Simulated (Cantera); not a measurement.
A freely propagating, adiabatic, planar premixed flame of 3.91 % C3H8, 20.2 % O2, 75.9 % N2, equivalence ratio 0.97, unburnt at 575 K and 0.405 atm; mixture-averaged transport, grid criteria slope 0.08 and curve 0.16, no radiation.

Detailed kinetics in Cantera: GRI-Mech 3.0 (53 species, 325 reactions). GRI-Mech 3.0 was tuned for natural gas; its chemistry of propane as a main component is partial and can be far from experiment. Burning velocities carry a grid error of a few per cent, more on coarse grids.

Task: Predict: laminar burning velocity; thermal thickness; peak x(CH2CO); peak x(C2H4); peak x(CH2).

Result: 
```json
{
  "laminar_burning_velocity": "167 cm/s",
  "thermal_thickness": "0.606 mm",
  "peak x(CH2CO)": "0.00138",
  "peak x(C2H4)": "0.0112",
  "peak x(CH2)": "7.47e-5"
}
```
